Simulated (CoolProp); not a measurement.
Vapour-liquid equilibrium of hydrogen sulfide (1) + toluene (2) at 248 kPa; x and y are mole fractions of (1).

Values from CoolProp's multi-fluid Helmholtz-energy mixture model, Lemmon 2006 and Lemmon 2006; pair parameters Bell 2016.

```json
[
 {"x": "0.05", "bubble temperature, mixture model (°C)": "69.7", "bubble temperature, Raoult's law (°C)": "62.5", "y, mixture model": "0.890", "y, Raoult's law": "0.922"},
 {"x": "0.125", "bubble temperature, mixture model (°C)": "26.2", "bubble temperature, Raoult's law (°C)": "23.8", "y, mixture model": "0.984", "y, Raoult's law": "0.987"},
 {"x": "0.2", "bubble temperature, mixture model (°C)": "8.8", "bubble temperature, Raoult's law (°C)": "6.2", "y, mixture model": "0.994", "y, Raoult's law": "0.996"},
 {"x": "0.275", "bubble temperature, mixture model (°C)": "-1.4", "bubble temperature, Raoult's law (°C)": "-4.6", "y, mixture model": "0.997", "y, Raoult's law": "0.998"},
 {"x": "0.35", "bubble temperature, mixture model (°C)": "-8.8", "bubble temperature, Raoult's law (°C)": "-12.3", "y, mixture model": "0.998", "y, Raoult's law": "0.999"},
 {"x": "0.425", "bubble temperature, mixture model (°C)": "-14.7", "bubble temperature, Raoult's law (°C)": "-18.1", "y, mixture model": "0.999", "y, Raoult's law": "0.999"},
 {"x": "0.5", "bubble temperature, mixture model (°C)": "-19.7", "bubble temperature, Raoult's law (°C)": "-22.8", "y, mixture model": "0.999", "y, Raoult's law": "1.000"},
 {"x": "0.575", "bubble temperature, mixture model (°C)": "-24.1", "bubble temperature, Raoult's law (°C)": "-26.7", "y, mixture model": "1.000", "y, Raoult's law": "1.000"},
 {"x": "0.65", "bubble temperature, mixture model (°C)": "-28.0", "bubble temperature, Raoult's law (°C)": "-30.0", "y, mixture model": "1.000", "y, Raoult's law": "1.000"},
 {"x": "0.725", "bubble temperature, mixture model (°C)": "-31.4", "bubble temperature, Raoult's law (°C)": "-32.8", "y, mixture model": "1.000", "y, Raoult's law": "1.000"},
 {"x": "0.8", "bubble temperature, mixture model (°C)": "-34.5", "bubble temperature, Raoult's law (°C)": "-35.3", "y, mixture model": "1.000", "y, Raoult's law": "1.000"},
 {"x": "0.875", "bubble temperature, mixture model (°C)": "-37.2", "bubble temperature, Raoult's law (°C)": "-37.6", "y, mixture model": "1.000", "y, Raoult's law": "1.000"},
 {"x": "0.95", "bubble temperature, mixture model (°C)": "-39.5", "bubble temperature, Raoult's law (°C)": "-39.6", "y, mixture model": "1.000", "y, Raoult's law": "1.000"}
]
```

The largest gap from Raoult's law is +7.2 K in bubble temperature, at x = 0.05. No azeotrope shows between x = 0.05 and 0.95.

The pair parameters rest on a limited set of measurements; away from them the model extrapolates.
